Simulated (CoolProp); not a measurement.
A single-stage vapour-compression cycle with n-butane: evaporating at 298.15 K (dew point), condensing at 352.15 K (bubble point), superheat 2 K, subcooling 8 K, compressor efficiency 0.9, no pressure losses. Each further row changes one setting.

Computed with CoolProp (reference Helmholtz-energy equation of state, Bücker 2006).

```json
[
 {"case": "as stated", "cooling COP": "3.96", "pressure ratio": "4.07", "discharge temperature (K)": "352.2", "refrigerating effect (kJ/kg)": "246", "volumetric capacity (kJ/m³)": "1500"},
 {"case": "evaporating temperature 303.15 K", "cooling COP": "4.56", "pressure ratio": "3.49", "discharge temperature (K)": "352.2", "refrigerating effect (kJ/kg)": "253", "volumetric capacity (kJ/m³)": "1790"},
 {"case": "condensing temperature 347.15 K", "cooling COP": "4.53", "pressure ratio": "3.64", "discharge temperature (K)": "347.1", "refrigerating effect (kJ/kg)": "259", "volumetric capacity (kJ/m³)": "1590"},
 {"case": "subcooling 13 K", "cooling COP": "4.18", "pressure ratio": "4.07", "discharge temperature (K)": "352.2", "refrigerating effect (kJ/kg)": "259", "volumetric capacity (kJ/m³)": "1590"},
 {"case": "superheat 12 K", "cooling COP": "4.05", "pressure ratio": "4.07", "discharge temperature (K)": "357.5", "refrigerating effect (kJ/kg)": "264", "volumetric capacity (kJ/m³)": "1550"},
 {"case": "compressor efficiency 0.8", "cooling COP": "3.52", "pressure ratio": "4.07", "discharge temperature (K)": "352.2", "refrigerating effect (kJ/kg)": "246", "volumetric capacity (kJ/m³)": "1500"}
]
```

The compression ends wet for: as stated; evaporating temperature 303.15 K; condensing temperature 347.15 K; subcooling 13 K; compressor efficiency 0.8.
